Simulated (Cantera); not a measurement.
A closed system holds: 1 mol AlN, 3.5 mol HCl, 23 mol H2, equilibrated at 58.0 mbar.

Cantera equilibrium calculation (NASA polynomials, part measured and part estimated; ideal gas, pure solids and liquids). Candidate condensed phases: Al, AlCl3, AlN, NH4Cl; 20 gas species. The tables' values for AlCl2 are old estimates; treat these amounts as uncertain. Rates play no part. All values below are at 900 °C.

Base state: H2 0.906, HCl 0.0564, AlCl3 0.0252, N2 0.0126, AlCl2 3.98e-5 (mole fractions); condensed: AlN(s).

### Question
What changes in the equilibrium state with this change: AlN replaced by Si3N4?

### Answer
```
species         before     after
-------------  -------  --------
H2               0.906     0.872
HCl             0.0564     0.124
SiCl4                0   0.00162
AlCl3           0.0252         0
N2              0.0126   0.00142
SiHCl3               0  0.000264
SiCl3                0  0.000135
SiCl2                0  0.000112
AlCl2          3.98e-5         0
AlN(s), mol      0.331         0
Si3N4(s), mol        0     0.981
```
The tables' values for SiCl3 are old estimates; treat these amounts as uncertain. Further candidate phases: Si, Si3N4.
